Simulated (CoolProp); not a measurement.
Vapour-liquid equilibrium of R113 (1) + acetone (2) at 14.8 bar; x and y are mole fractions of (1).

Model: multi-fluid Helmholtz-energy mixture model, Marx 1992 and Lemmon 2006; pair parameters Bell 2016, in CoolProp.

```json
[
 {"x": "0.05", "bubble temperature (K)": "434.8", "y at the bubble point": "0.073", "dew temperature at overall composition x (K)": "435.4", "liquid density (mol/L)": "9.958"},
 {"x": "0.2", "bubble temperature (K)": "430.4", "y at the bubble point": "0.252", "dew temperature at overall composition x (K)": "431.5", "liquid density (mol/L)": "9.143"},
 {"x": "0.35", "bubble temperature (K)": "427.8", "y at the bubble point": "0.392", "dew temperature at overall composition x (K)": "428.4", "liquid density (mol/L)": "8.417"},
 {"x": "0.5", "bubble temperature (K)": "426.6", "y at the bubble point": "0.514", "dew temperature at overall composition x (K)": "426.7", "liquid density (mol/L)": "7.780"},
 {"x": "0.65", "bubble temperature (K)": "426.7", "y at the bubble point": "0.632", "dew temperature at overall composition x (K)": "426.9", "liquid density (mol/L)": "7.230"},
 {"x": "0.8", "bubble temperature (K)": "428.4", "y at the bubble point": "0.763", "dew temperature at overall composition x (K)": "429.0", "liquid density (mol/L)": "6.751"},
 {"x": "0.95", "bubble temperature (K)": "432.1", "y at the bubble point": "0.930", "dew temperature at overall composition x (K)": "432.7", "liquid density (mol/L)": "6.320"}
]
```

y crosses x between x = 0.5 and 0.65: the model has an azeotrope there.

Pair parameters are fitted to limited data, so mixtures are less certain than the pure fluids.
